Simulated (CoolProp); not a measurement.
Vapour-liquid equilibrium of carbon dioxide (1) + R143a (2) at 261.7 K; x and y are mole fractions of (1).

Model: multi-fluid Helmholtz-energy mixture model, Span 1996 and Lemmon and Jacobsen 2000; pair parameters Bell 2016, in CoolProp.

| x | bubble pressure (MPa) | y at the bubble point | dew pressure at overall composition x (MPa) | liquid density (mol/L) |
|---|---|---|---|---|
| 0.05 | 0.5095 | 0.185 | 0.4464 | 12.94 |
| 0.15 | 0.7042 | 0.451 | [?] | 13.57 |
| 0.25 | [?] | 0.616 | 0.5465 | 14.24 |
| 0.35 | 1.154 | 0.722 | 0.6152 | 14.97 |
| 0.45 | 1.381 | [?] | 0.7035 | 15.77 |
| 0.55 | 1.599 | 0.843 | 0.8215 | 16.65 |
| 0.65 | 1.808 | [?] | 0.9876 | 17.63 |
| 0.75 | 2.011 | 0.917 | 1.237 | [?] |
| 0.85 | 2.215 | 0.949 | 1.632 | 20.06 |
| 0.95 | 2.429 | 0.982 | 2.219 | 21.61 |

Some entries are withheld; supply them.


- 0.15, dew pressure at overall composition x (MPa): 0.4915
- 0.25, bubble pressure (MPa): 0.9245
- 0.45, y at the bubble point: 0.792
- 0.65, y at the bubble point: 0.883
- 0.75, liquid density (mol/L): 18.75

No azeotrope shows between x = 0.05 and 0.95.

The pair parameters rest on a limited set of measurements; away from them the model extrapolates. The gap from Raoult's law changes sign with composition, which may be real or a fault of the pair parameters; it wasn't checked against measurements.
